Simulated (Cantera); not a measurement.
Cantera run, input and output.

```python
import numpy as np
import cantera as ct

gas = ct.Solution("gri30.yaml")
gas.TPX = 1198, 100000, {'N2O': 1, 'H2': 0.007, 'N2': 0.6}
reactor = ct.IdealGasConstPressureReactor(gas, energy="off", clone=False)
net = ct.ReactorNet([reactor])
net.rtol, net.atol = 1e-08, 1e-18
show = ['N2O', 'H2', 'N2', 'H2O', 'O']
times = np.geomspace(3e-05, 100, 14)

steps = ct.SolutionArray(gas, extra=["t"])
rows = []
print(f"{'t/s':>10s}{'T/K':>9s}{'P/Pa':>11s}" + "".join(f"{s:>11s}" for s in show))
for t in times:
    while net.time < t:
        t_next = net.step()
        steps.append(gas.state, t=t_next)
    rows.append([np.interp(t, steps.t, y) for y in (steps.T, steps.P, *steps(*show).X.T)])
    print(f"{t:10.3e}{rows[-1][0]:9.1f}{rows[-1][1]:11.4g}" + "".join(f"{x:11.3e}" for x in rows[-1][2:]))
rate = np.gradient(steps.T, steps.t)
print("integrator steps:", len(steps.t))
if steps.T.max() > steps.T[0] + 200:
    print(f"time of steepest temperature rise: {steps.t[rate.argmax()]:.4e} s")
gas.TPX = 1198, 100000, {'N2O': 1, 'H2': 0.007, 'N2': 0.6}
gas.equilibrate("TP")
print(f"equilibrium (TP): T = {gas.T:.1f} K  " + "  ".join(f"{s} {gas[s].X[0]:.3e}" for s in show))
```

Result:

```
       t/s      T/K       P/Pa        N2O         H2         N2        H2O          O
 3.000e-05   1198.0      1e+05  6.223e-01  4.354e-03  3.734e-01  1.557e-06  1.325e-06
 9.525e-05   1198.0      1e+05  6.222e-01  4.332e-03  3.734e-01  2.068e-05  1.351e-06
 3.024e-04   1198.0      1e+05  6.220e-01  4.162e-03  3.736e-01  1.842e-04  1.363e-06
 9.603e-04   1198.0      1e+05  6.208e-01  3.337e-03  3.746e-01  1.004e-03  1.451e-06
 3.049e-03   1198.0      1e+05  6.181e-01  1.612e-03  3.769e-01  2.729e-03  1.555e-06
 9.681e-03   1198.0      1e+05  6.138e-01  3.190e-04  3.800e-01  4.023e-03  1.630e-06
 3.074e-02   1198.0      1e+05  6.039e-01  1.308e-05  3.859e-01  4.316e-03  1.608e-06
 9.760e-02   1198.0      1e+05  5.749e-01  7.892e-09  4.028e-01  4.281e-03  1.550e-06
 3.099e-01   1198.0      1e+05  4.952e-01  5.450e-09  4.494e-01  4.149e-03  1.441e-06
 9.839e-01   1198.0      1e+05  3.246e-01  4.001e-09  5.495e-01  3.865e-03  1.174e-06
 3.124e+00   1198.0      1e+05  1.138e-01  2.057e-09  6.747e-01  3.516e-03  6.298e-07
 9.919e+00   1198.0      1e+05  1.083e-02  3.675e-10  7.375e-01  3.346e-03  9.608e-08
 3.149e+01   1198.0      1e+05  2.067e-05  8.781e-11  7.443e-01  3.328e-03  1.148e-08
 1.000e+02   1198.0      1e+05  2.707e-07  8.722e-11  7.443e-01  3.328e-03  1.132e-08
integrator steps: 2412
equilibrium (TP): T = 1198.0 K  N2O 1.390e-08  H2 8.405e-11  N2 7.605e-01  H2O 3.328e-03  O 1.174e-08
```

Detailed kinetics in Cantera: GRI-Mech 3.0 (53 species, 325 reactions). GRI-Mech 3.0 was tuned for natural gas; its chemistry of N2O as a main component is partial and can be far from experiment. The mechanism lacks the step 2 NO + O2 → 2 NO2, which can matter for NO2 below about 1400 K. The temperature is held fixed by assumption; the heat of reaction is taken as removed at once.
